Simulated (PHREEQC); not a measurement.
Consider water at 25 °C with 0.05 mol KOH, 0.0014 mol KNO3 and 4.6e-06 mol CO2 per kg of water. Closed to the air; pH follows from the charge balance.

Equilibrium calculation in PHREEQC: ion-association model, phreeqc.dat.

| quantity | before | after |
|---|---|---|
| pH | 12.60 | 11.66 |
| HCO3- (mol/kgw) | 1.38e-8 | 1.63e-7 |

### Question
Name the change that produced these shifts.
(A) temperature from 25 to 20 °C
(B) CO2 from 4.6e-06 to 2.3e-05 mol/kgw
(C) KOH from 0.05 to 0.005 mol/kgw
(D) KOH from 0.05 to 0.5 mol/kgw
(E) KNO3 from 0.0014 to 0.0021 mol/kgw

### Answer
C, KOH from 0.05 to 0.005 mol/kgw

No solid was allowed to form.
